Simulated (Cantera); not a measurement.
Calcination and drying: CaCO₃ + H₂ + H₂O

Charge: 1 mol CaCO₃, 0.48 mol H₂, 9 mol H₂O, equilibrated at 16.0 Pa.

Method: chemical equilibrium by Gibbs-energy minimisation in Cantera with the NASA 1993 tables (ideal gas, pure condensed phases). Candidate condensed phases: C, C₆H₆, C₇H₈, C₈H₁₈, Ca, CaCO₃, CaO, Ca(OH)₂, H₂O; 115 gas species. Kinetics and transport are ignored.

```json
[
 {"T (K)": "698", "x H₂O": "0.909", "x CO₂": "0.0428", "x H₂": "0.0482", "x CO": "0.000237", "x H": "<1e-12", "x OH": "<1e-12", "x O₂": "<1e-12", "n CaCO₃(calcite)": "0.573", "n CaO(s)": "0.427"},
 {"T (K)": "748", "x H₂O": "0.860", "x CO₂": "0.0946", "x H₂": "0.0450", "x CO": "0.000797", "x H": "4.83e-12", "x OH": "<1e-12", "x O₂": "<1e-12", "n CaCO₃(calcite)": "0", "n CaO(s)": "1.00"},
 {"T (K)": "798", "x H₂O": "0.860", "x CO₂": "0.0943", "x H₂": "0.0447", "x CO": "0.00114", "x H": "4.45e-11", "x OH": "<1e-12", "x O₂": "<1e-12", "n CaCO₃(calcite)": "0", "n CaO(s)": "1.00"},
 {"T (K)": "848", "x H₂O": "0.860", "x CO₂": "0.0939", "x H₂": "0.0442", "x CO": "0.00156", "x H": "3.16e-10", "x OH": "3.41e-12", "x O₂": "<1e-12", "n CaCO₃(calcite)": "0", "n CaO(s)": "1.00"},
 {"T (K)": "898", "x H₂O": "0.861", "x CO₂": "0.0934", "x H₂": "0.0438", "x CO": "0.00204", "x H": "1.81e-9", "x OH": "3.27e-11", "x O₂": "<1e-12", "n CaCO₃(calcite)": "0", "n CaO(s)": "1.00"},
 {"T (K)": "948", "x H₂O": "0.861", "x CO₂": "0.0928", "x H₂": "0.0432", "x CO": "0.00258", "x H": "8.62e-9", "x OH": "2.49e-10", "x O₂": "<1e-12", "n CaCO₃(calcite)": "0", "n CaO(s)": "1.00"},
 {"T (K)": "998", "x H₂O": "0.862", "x CO₂": "0.0923", "x H₂": "0.0426", "x CO": "0.00315", "x H": "3.51e-8", "x OH": "1.55e-9", "x O₂": "<1e-12", "n CaCO₃(calcite)": "0", "n CaO(s)": "1.00"},
 {"T (K)": "1048", "x H₂O": "0.863", "x CO₂": "0.0917", "x H₂": "0.0420", "x CO": "0.00376", "x H": "1.25e-7", "x OH": "8.09e-9", "x O₂": "<1e-12", "n CaCO₃(calcite)": "0", "n CaO(s)": "1.00"},
 {"T (K)": "1098", "x H₂O": "0.863", "x CO₂": "0.0910", "x H₂": "0.0414", "x CO": "0.00440", "x H": "3.98e-7", "x OH": "3.65e-8", "x O₂": "4.27e-12", "n CaCO₃(calcite)": "0", "n CaO(s)": "1.00"},
 {"T (K)": "1148", "x H₂O": "0.864", "x CO₂": "0.0904", "x H₂": "0.0408", "x CO": "0.00504", "x H": "1.14e-6", "x OH": "1.45e-7", "x O₂": "4.73e-11", "n CaCO₃(calcite)": "0", "n CaO(s)": "1.00"},
 {"T (K)": "1198", "x H₂O": "0.864", "x CO₂": "0.0897", "x H₂": "0.0401", "x CO": "0.00569", "x H": "3.01e-6", "x OH": "5.13e-7", "x O₂": "4.31e-10", "n CaCO₃(calcite)": "0", "n CaO(s)": "1.00"},
 {"T (K)": "1248", "x H₂O": "0.865", "x CO₂": "0.0891", "x H₂": "0.0395", "x CO": "0.00633", "x H": "7.33e-6", "x OH": "1.64e-6", "x O₂": "3.31e-9", "n CaCO₃(calcite)": "0", "n CaO(s)": "1.00"},
 {"T (K)": "1298", "x H₂O": "0.866", "x CO₂": "0.0885", "x H₂": "0.0388", "x CO": "0.00696", "x H": "1.67e-5", "x OH": "4.82e-6", "x O₂": "2.18e-8", "n CaCO₃(calcite)": "0", "n CaO(s)": "1.00"},
 {"T (K)": "1348", "x H₂O": "0.866", "x CO₂": "0.0878", "x H₂": "0.0382", "x CO": "0.00758", "x H": "3.58e-5", "x OH": "1.31e-5", "x O₂": "1.25e-7", "n CaCO₃(calcite)": "0", "n CaO(s)": "1.00"}
]
```
x: gas mole fraction; n: condensed amount in mol.

At 698 K the condensed part is CaCO₃(calcite) + CaO(s). From 748 K to 1348 K the condensed part is CaO(s).
